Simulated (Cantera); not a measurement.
Charge: 1 mol SiCl₄, 1.5 mol HCl, 0.55 mol H₂, equilibrated at 19500 Torr.

These are equilibrium values from Cantera (NASA tables, ideal gas, pure condensed phases), not measurements of a reactor. Candidate condensed phases: Si; 19 gas species. The tables' values for SiCl₃ are old estimates; treat these amounts as uncertain. Rates play no part.

x: gas mole fraction; nothing condenses.

```
T (K)  x HCl  x SiCl₄   x H₂  x SiHCl₃
-----  -----  -------  -----  --------
873    0.492    0.328  0.180       [?]
923    0.492    0.327  0.180       [?]
973    0.492    0.327  0.180       [?]
1023   0.493    0.327  0.179       [?]
1073   0.493    0.326  0.179       [?]
1123   0.494    0.326  0.178       [?]
1173   0.495    0.325  0.178       [?]
1223   0.496    0.324  0.177       [?]
1273   0.497    0.323  0.175       [?]
1323   0.498    0.321  0.174       [?]
1373   0.500    0.319  0.172       [?]
1423   0.503    0.316  0.170       [?]
1473   0.506    0.312  0.167       [?]
```

Question: What belongs in the gaps?

Answer: 
- 873, x SiHCl₃: 0.000257
- 923, x SiHCl₃: 0.000427
- 973, x SiHCl₃: 0.000671
- 1023, x SiHCl₃: 0.00101
- 1073, x SiHCl₃: 0.00145
- 1123, x SiHCl₃: 0.00202
- 1173, x SiHCl₃: 0.00272
- 1223, x SiHCl₃: 0.00356
- 1273, x SiHCl₃: 0.00455
- 1323, x SiHCl₃: 0.00568
- 1373, x SiHCl₃: 0.00694
- 1423, x SiHCl₃: 0.00829
- 1473, x SiHCl₃: 0.00970
